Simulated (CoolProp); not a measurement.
Model: reference Helmholtz-energy equation of state, Thol 2017, in CoolProp.

Give the vapour pressure (bar), liquid density (kg/m³), liquid cp (kJ/(kg K)) of saturated decamethyltetrasiloxane (MD2M) at 401.2, 442, 469.3 K.


```json
[
 {"T (K)": "401.2", "p (bar)": "0.141", "liquid density (kg/m³)": "744", "liquid cp (kJ/(kg K))": "1.97"},
 {"T (K)": "442", "p (bar)": "0.520", "liquid density (kg/m³)": "698", "liquid cp (kJ/(kg K))": "2.06"},
 {"T (K)": "469.3", "p (bar)": "1.06", "liquid density (kg/m³)": "665", "liquid cp (kJ/(kg K))": "2.12"}
]
```
